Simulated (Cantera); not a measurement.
Input: 1 mol Si, 0.55 mol HCl, 12 mol H2, 1.3 mol Cl2, equilibrated at 1025 K and 0.133 bar.

These are equilibrium values from Cantera (NASA tables, ideal gas, pure condensed phases), not measurements of a reactor. Candidate condensed phases: Si; 19 gas species. The tables' values for SiCl3 are old estimates; treat these amounts as uncertain. Equilibrium is a limit: real reactors are often held back by kinetics, nucleation or transport.

Base state: H2 0.920, SiCl4 0.0410, HCl 0.0189, SiHCl3 0.0172, SiCl3 0.00117, SiH2Cl2 0.000797, SiCl2 0.000693 (mole fractions); condensed: Si(s).

### Question
What changes in the equilibrium state with this change: Cl2 from 1.3 to 2.9 mol?

### Answer
| species | before | after |
|---|---|---|
| H2 | 0.920 | 0.765 |
| HCl | 0.0189 | 0.165 |
| SiCl4 | 0.0410 | 0.0663 |
| SiHCl3 | 0.0172 | 0.00264 |
| SiH2Cl2 | 0.000797 | 1.16e-5 |
| SiCl2 | 0.000693 | 1.21e-5 |
| SiCl3 | 0.00117 | 0.000196 |
| Si(s), mol | 0.205 | 0 |
